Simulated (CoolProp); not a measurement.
Octamethylcyclotetrasiloxane (D4) at several states: density (kg/m³) from the reference equation and from simpler models built on Tc = 586.5 K, pc = 1.347 MPa, ω = 0.598; each cubic takes its own stable root.

Model: reference Helmholtz-energy equation of state, Thol 2015, in CoolProp.

```
T (K)  p (MPa)          phase  reference
-----  -------  -------------  ---------
444.5    0.144         liquid      771.8
481.8   0.0233            gas      1.748
301      0.269         liquid      947.9
599       4.14  supercritical      560.2
564.4   0.0549            gas      3.529
603     0.0215            gas      1.278
```

### Question
How far does each simpler model (Redlich-Kwong, Soave-Redlich-Kwong) lie from the reference over these 6 states: mean and median of the absolute difference, and the worst?

### Answer
- Redlich-Kwong: mean 20.8 %, median 4.9 %, worst -98.4 % at 444.5 K and 0.144 MPa
- Soave-Redlich-Kwong: mean 5.4 %, median 4.7 %, worst -11.7 % at 301 K and 0.269 MPa

At some of these states Redlich-Kwong gives the other phase, because its saturation line lies elsewhere.
